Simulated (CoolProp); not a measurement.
The fluid at 293.15 K and 0.715 MPa flows at 5.8 m/s in a round tube of 50 mm bore and 1.5 µm roughness, fully developed (64/Re and Nu = 3.66 if laminar; Colebrook and Gnielinski if turbulent). The same conditions are run with several fluids, on thermodynamics alone (safety and materials aside).

The numbers come from the reference Helmholtz-energy equation of state of each fluid (oxygen: Schmidt 1985; normal hydrogen: Leachman 2009; ethane: Bücker 2006; R125: Lemmon 2005; R13: Platzer 1990) in CoolProp. The equations of Platzer and Polt are older, rougher fits.

### Question
Rank oxygen, normal hydrogen, ethane, R125, R13 by Reynolds number, highest first.

### Answer
R125 (910000), R13 (673000), ethane (290000), oxygen (134000), normal hydrogen (19400)

```json
[
 {"fluid": "oxygen", "Darcy friction factor": "0.0171", "pressure drop (Pa/m)": "54.4", "heat-transfer coefficient (W/(m² K))": "122", "mass flow (kg/h)": "387"},
 {"fluid": "normal hydrogen", "Darcy friction factor": "0.0261", "pressure drop (Pa/m)": "5.18", "heat-transfer coefficient (W/(m² K))": "181", "mass flow (kg/h)": "24.1"},
 {"fluid": "ethane", "Darcy friction factor": "0.0149", "pressure drop (Pa/m)": "46.8", "heat-transfer coefficient (W/(m² K))": "198", "mass flow (kg/h)": "384"},
 {"fluid": "R125", "Darcy friction factor": "0.0124", "pressure drop (Pa/m)": "169", "heat-transfer coefficient (W/(m² K))": "341", "mass flow (kg/h)": "1650"},
 {"fluid": "R13", "Darcy friction factor": "0.0130", "pressure drop (Pa/m)": "144", "heat-transfer coefficient (W/(m² K))": "229", "mass flow (kg/h)": "1350"}
]
```

Transport values come from each fluid's own correlations; those of R13 are estimates that may be off by 10 % or more.
